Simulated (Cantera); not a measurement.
An adiabatic, constant-pressure homogeneous reactor starts with H₂ : O₂ : N₂ : NO = 1 : 1.61 : 10.8 : 0.015 (molar parts), at 1175 K and 9.87 atm. Integrator tolerance rtol = 1e-08.

Detailed kinetics in Cantera: GRI-Mech 3.0 (53 species, 325 reactions). The hydrogen kinetics of GRI-Mech 3.0 are dated; newer H2 mechanisms differ, most at raised pressure. The mechanism lacks 2 NO + O2 → 2 NO2 and HONO, so NO2 and the effect of NO are under-described below about 1400 K.

**Question.** What does this change do: N2 10.8 to 26 parts?

**Answer.** 
```json
[
 {"quantity": "time of steepest temperature rise", "before": "39.3 µs", "after": "97.1 µs"},
 {"quantity": "temperature at 0.700 s", "before": "1714 K", "after": "1431 K"},
 {"quantity": "equilibrium temperature", "before": "1712 K", "after": "1431 K"},
 {"quantity": "x(H₂) at 0.700 s", "before": "1.95e-6 (gas-phase equilibrium 1.91e-6)", "after": "4.09e-8 (gas-phase equilibrium 4.11e-8)"},
 {"quantity": "x(O₂) at 0.700 s", "before": "0.0858 (gas-phase equilibrium 0.0854)", "after": "0.0395 (gas-phase equilibrium 0.0395)"},
 {"quantity": "x(NO) at 0.700 s", "before": "0.00114 (gas-phase equilibrium 0.00200)", "after": "0.000514 (gas-phase equilibrium 0.000406)"},
 {"quantity": "x(NO₂) at 0.700 s", "before": "7.00e-6 (gas-phase equilibrium 1.23e-5)", "after": "4.69e-6 (gas-phase equilibrium 3.71e-6)"},
 {"quantity": "x(OH) at 0.700 s", "before": "0.000158 (gas-phase equilibrium 0.000156)", "after": "9.22e-6 (gas-phase equilibrium 9.25e-6)"},
 {"quantity": "x(H₂O) at 0.700 s", "before": "0.0773 (gas-phase equilibrium 0.0773)", "after": "0.0356 (gas-phase equilibrium 0.0356)"}
]
```

**Question.** What does this change do: pressure from 9.87 atm to 20.7 atm?

**Answer.** 
| quantity | before | after |
|---|---|---|
| time of steepest temperature rise | 39.3 µs | 82.5 µs |
| temperature at 0.700 s | 1714 K | 1714 K |
| equilibrium temperature | 1712 K | 1712 K |
| x(H₂) at 0.700 s | 1.95e-6 (gas-phase equilibrium 1.91e-6) | 1.35e-6 (gas-phase equilibrium 1.32e-6) |
| x(O₂) at 0.700 s | 0.0858 (gas-phase equilibrium 0.0854) | 0.0859 (gas-phase equilibrium 0.0854) |
| x(NO) at 0.700 s | 0.00114 (gas-phase equilibrium 0.00200) | 0.00110 (gas-phase equilibrium 0.00200) |
| x(NO₂) at 0.700 s | 7.00e-6 (gas-phase equilibrium 1.23e-5) | 9.72e-6 (gas-phase equilibrium 1.78e-5) |
| x(OH) at 0.700 s | 0.000158 (gas-phase equilibrium 0.000156) | 0.000132 (gas-phase equilibrium 0.000130) |
| x(H₂O) at 0.700 s | 0.0773 (gas-phase equilibrium 0.0773) | 0.0773 (gas-phase equilibrium 0.0773) |
The pressure lies above the range GRI-Mech 3.0 was tuned for (to about 10 atm).
